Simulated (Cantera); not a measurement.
Input: 1 mol MgCO3, 0.099 mol SO2, 1.8 mol CO2, held at 625 °C and 2930 Torr.

Equilibrium computed with Cantera from the NASA thermochemical tables; the gas is ideal and each condensed phase is pure. Candidate condensed phases: C, Mg, MgCO3, MgO, MgS, MgSO4, S; 26 gas species. Equilibrium is a limit: real reactors are often held back by kinetics, nucleation or transport.

Base state: CO2 0.966, SO2 0.0341 (mole fractions); condensed: MgO(s) + MgSO4(s).

### Question
What changes in the equilibrium state with this change: temperature from 625 °C to 1500 °C?

### Answer
```json
[
 {"species": "CO2", "before": "0.966", "after": "0.963"},
 {"species": "SO2", "before": "0.0341", "after": "0.0341"},
 {"species": "CO", "before": "9.97e-6", "after": "0.00226"},
 {"species": "O2", "before": "<1e-9", "after": "0.00112"},
 {"species": "SO3", "before": "2.92e-8", "after": "2.60e-5"},
 {"species": "MgO(s), mol", "before": "1.000", "after": "1.00"},
 {"species": "MgSO4(s), mol", "before": "2.89e-5", "after": "0"}
]
```
